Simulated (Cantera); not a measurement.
Charge: 1 mol SiCl4, 1 mol Cl2, 2.1 mol H2, equilibrated at 1025 °C and 1 atm.

Method: chemical equilibrium by Gibbs-energy minimisation in Cantera with the NASA 1993 tables (ideal gas, pure condensed phases). Candidate condensed phases: Si; 19 gas species. The tables' values for SiCl3 are old estimates; treat these amounts as uncertain. Equilibrium is a limit: real reactors are often held back by kinetics, nucleation or transport.

Base state: HCl 0.497, H2 0.260, SiCl4 0.234, SiHCl3 0.00553, SiCl3 0.00354, SiCl2 0.000320, SiH2Cl2 1.84e-5 (mole fractions); condensed: gas only.

Problem. What changes in the equilibrium state with this change: SiCl4 replaced by Si?

Solution. 
```json
[
 {"species": "H2", "before": "0.260", "after": "0.729"},
 {"species": "SiCl4", "before": "0.234", "after": "0.108"},
 {"species": "HCl", "before": "0.497", "after": "0.0728"},
 {"species": "SiCl2", "before": "0.000320", "after": "0.0193"},
 {"species": "SiHCl3", "before": "0.00553", "after": "0.0490"},
 {"species": "SiCl3", "before": "0.00354", "after": "0.0187"},
 {"species": "SiH3Cl", "before": "1.72e-8", "after": "5.58e-5"},
 {"species": "SiH2Cl2", "before": "1.84e-5", "after": "0.00312"},
 {"species": "Si(s), mol", "before": "0", "after": "0.473"}
]
```
